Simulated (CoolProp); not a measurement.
Toluene along the isobar 5.51 MPa: fugacity coefficient from the reference equation and from simpler models built on Tc = 591.7 K, pc = 4.126 MPa, ω = 0.266; each cubic takes its own stable root.

Computed with CoolProp (reference Helmholtz-energy equation of state, Lemmon 2006). It is a short technical equation, of lower accuracy than the large ones.

```
T (K)   phase  reference  van der Waals  Soave-Redlich-Kwong
-----  ------  ---------  -------------  -------------------
208.5  liquid   7.788e-7       0.002123             8.460e-7
225.1  liquid        [?]       0.004116                  [?]
241.8  liquid   2.162e-5       0.007299             2.206e-5
258.4  liquid   7.841e-5        0.01197             7.887e-5
275    liquid  0.0002371        0.01846            0.0002367
291.6  liquid  0.0006178        0.02707            0.0006156
308.2  liquid   0.001424        0.03804             0.001420
324.8  liquid   0.002963        0.05156             0.002965
341.5  liquid   0.005674        0.06787             0.005705
358.1  liquid    0.01006        0.08683                  [?]
374.7  liquid    0.01673            [?]              0.01703
391.3  liquid    0.02637            [?]              0.02701
407.9  liquid    0.03965         0.1600              0.04087
```

Question: Complete the blanks.

Answer: 
- 225.1, reference: 4.711e-6
- 225.1, Soave-Redlich-Kwong: 4.924e-6
- 358.1, Soave-Redlich-Kwong: 0.01017
- 374.7, van der Waals: 0.1085
- 391.3, van der Waals: 0.1330
